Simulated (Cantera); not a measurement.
Charge: 1 mol SiH₄, 0.13 mol C₂H₄, 74 mol H₂, at 1400 °C and 16.5 Torr.

These are equilibrium values from Cantera (NASA tables, ideal gas, pure condensed phases), not measurements of a reactor. Candidate condensed phases: C, C₆H₆, C₇H₈, C₈H₁₈, Si, SiC; 87 gas species. Mutual solubility and eutectic melting of coexisting phases are not modelled. Gases not in the tables: Si₂H₆ and higher silanes. Rates play no part.

### Question
What is the equilibrium state?

### Answer
| Item | Value |
|---|---|
| x(H₂) | 0.999 |
| x(H) | 0.000769 |
| x(Si) | 1.90e-5 |
| x(SiH₂) | 1.10e-5 |
| x(SiH) | 4.77e-6 |
| n(Si(s)) | 0.737 mol |
| n(SiC(s)) | 0.260 mol |
| gas amount | 76.29 mol |
| log10 activity of C(graphite) (absent) | -1.87 |
